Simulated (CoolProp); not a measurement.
The numbers come from the reference Helmholtz-energy equation of state, Gao 2020 in CoolProp.

Task: Give the vapour pressure (bar), liquid density (kg/m³), enthalpy of vaporisation (kJ/kg), liquid cp (kJ/(kg K)) of saturated ammonia at -48.75 °C.

Result: 
```json
[
 {"T (°C)": "-48.75", "p (bar)": "0.439", "liquid density (kg/m³)": "700", "enthalpy of vaporisation (kJ/kg)": "1410", "liquid cp (kJ/(kg K))": "4.41"}
]
```
